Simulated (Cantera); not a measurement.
A perfectly stirred reactor is fed with 10.4 % CH₄, 18.8 % O₂, 70.8 % N₂, at 0.987 atm; it is adiabatic with a 798 K inlet, and is followed from long to short residence time, starting on the burning branch (τ in s: 0.053, 0.026, 0.013, 0.0066, 0.0033, 0.0016, 0.00081, 0.00041, 0.0002, 0.0001, 5e-05, 2.5e-05, 1.3e-05).

Cantera simulation using GRI-Mech 3.0 (53 species, 325 reactions); the numbers are that mechanism's predictions, not measurements.

Q: Predict: blow-out, bracketed by the residence times tried; x(CH₄) at τ = 53.0 ms; x(O₂) at τ = 53.0 ms; x(HCO) at τ = 53.0 ms; x(CH₂CO) at τ = 53.0 ms; x(CH₄) at τ = 0.810 ms; x(O₂) at τ = 0.810 ms; x(HCO) at τ = 0.810 ms; x(CH₂CO) at τ = 0.810 ms; x(C₂H₄) at τ = 0.810 ms.

A: 
- blow-out, bracketed by the residence times tried = burning at 50.0 µs, out at 25.0 µs
- x(CH₄) at τ = 53.0 ms = 2.63e-6
- x(O₂) at τ = 53.0 ms = 0.00430
- x(HCO) at τ = 53.0 ms = 6.14e-8
- x(CH₂CO) at τ = 53.0 ms = 1.10e-9
- x(CH₄) at τ = 0.810 ms = 7.93e-5
- x(O₂) at τ = 0.810 ms = 0.0114
- x(HCO) at τ = 0.810 ms = 2.67e-6
- x(CH₂CO) at τ = 0.810 ms = 4.35e-8
- x(C₂H₄) at τ = 0.810 ms = 3.81e-8
